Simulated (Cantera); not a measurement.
Silicon epitaxy and polysilicon growth: Si₂Cl₆ + H₂

Charge: 1 mol Si₂Cl₆, 110 mol H₂, equilibrated at 0.0100 bar.

These are equilibrium values from Cantera (NASA tables, ideal gas, pure condensed phases), not measurements of a reactor. Candidate condensed phases: Si; 19 gas species. The feed counts by its element totals alone. The tables' values for SiCl₃ are old estimates; treat these amounts as uncertain. The numbers say what is thermodynamically allowed, not how fast it happens.

From 600 °C to 1250 °C the condensed part is Si(s). The main Si-bearing gas is SiCl₄ at 600 °C and SiCl₂ at 1250 °C. The share of Si in condensed phases is highest at 1000 °C (70.1 %) and lowest at 600 °C (28.4 %).

```tsv
T (°C)	x H₂	x HCl	x SiCl₄	x SiCl₂	x SiHCl₃	n Si(s)
600	0.981	0.00608	0.00936	4.77e-5	0.00323	0.569
650	0.978	0.0100	0.00846	0.000148	0.00294	0.680
700	0.974	0.0154	0.00716	0.000393	0.00254	0.825
750	0.969	0.0221	0.00549	0.000892	0.00204	0.993
800	0.963	0.0291	0.00361	0.00171	0.00146	1.16
850	0.958	0.0353	0.00194	0.00274	0.000902	1.29
900	0.955	0.0393	0.000837	0.00368	0.000474	1.37
950	0.953	0.0412	0.000315	0.00434	0.000225	1.40
1000	0.953	0.0419	0.000114	0.00477	0.000104	1.40
1050	0.953	0.0420	4.28e-5	0.00507	4.92e-5	1.39
1100	0.953	0.0419	1.69e-5	0.00531	2.42e-5	1.38
1150	0.953	0.0417	7.03e-6	0.00550	1.25e-5	1.36
1200	0.953	0.0415	3.10e-6	0.00568	6.69e-6	1.35
1250	0.953	0.0412	1.44e-6	0.00583	3.74e-6	1.33
```
x: gas mole fraction; n: condensed amount in mol.
